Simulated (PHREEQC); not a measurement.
0.1 g of hydrous ferric oxide (600 m²/g; 0.2 weak and 0.005 strong sites per Fe, Dzombak-Morel constants, diffuse double layer) in 1 kg of water with 0.001 mol/kgw of an inert sodium salt and 4e-05 mol SrCl2 and 0.00012 mol CuSO4, at 25 °C; the pH is set by adding NaOH or the inert anion's acid. Oxygen alone is held at its pressure in air (log pO2 = -0.68). The system is closed to CO2. Precipitation was switched off in this run.

Base run: PHREEQC, ion-association model, wateq4f.dat. Each further column changes one thing. The table gives Cu sorbed (%).

| pH | base | no electrostatic term (-no_edl) | background salt from 0.001 to 0.0001 mol/kgw | oxide from 0.1 to 0.5 g/kgw | 9.9e-05 mol/kgw CuCl2 added |
|---|---|---|---|---|---|
| 4 | 1.5 | 1.7 | 1.5 | 4.6 | 1.2 |
| 4.67 | 8.0 | 11.2 | 8.1 | 27.0 | 6.2 |
| 5.33 | 38.6 | 57.3 | 39.4 | 74.6 | 31.2 |
| 6 | 79.0 | 95.1 | 79.4 | 97.8 | 57.4 |
| 6.67 | 92.7 | 99.6 | 92.7 | 99.8 | 64.9 |
| 7.33 | 91.2 | 99.8 | 91.0 | 99.9 | 61.6 |
| 8.67 | 80.1 | 96.8 | 79.9 | 99.9 | 49.0 |
| 9.33 | 78.9 | 78.5 | 78.8 | 99.8 | 48.1 |
| 10 | 72.9 | 26.2 | 72.9 | 99.8 | 46.2 |
| 10.67 | 57.7 | 4.4 | 57.9 | 99.7 | 37.2 |
| 11.33 | 48.4 | 0.4 | 49.1 | 99.5 | 29.5 |
| 12 | 34.6 | 0.0 | 35.1 | 97.5 | 21.9 |

In at least one series the solution becomes supersaturated in solids that the run did not let form, among them Cu(OH)2, Brochantite. The database's constant for dissolved Cu(OH)2 is higher than later reviews accept.
